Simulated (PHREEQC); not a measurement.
Make-up at 20 °C: 0.24 mol/kgw NiSO4, 0.00014 mol/kgw ZnCl2, 0.0027 mol/kgw NaF and 0.023 mol/kgw Na2SO4. Closed to the air; pH follows from the charge balance.

The numbers come from PHREEQC with the ion-association model, wateq4f.dat.

Problem. The ionic strength comes out as 0.485 mol/kgw. What activity coefficients do NiOH+, Ni+2, Ni(SO4)2-2, H+, Zn+2 get?

Solution. NiOH+ 0.73, Ni+2 0.29, Ni(SO4)2-2 0.29, H+ 0.77, Zn+2 0.25.

This is a speciation only: nothing precipitates in the calculation. Saturation is exceeded, for instance for Ni(OH)2; the values hold only as long as no solid forms.
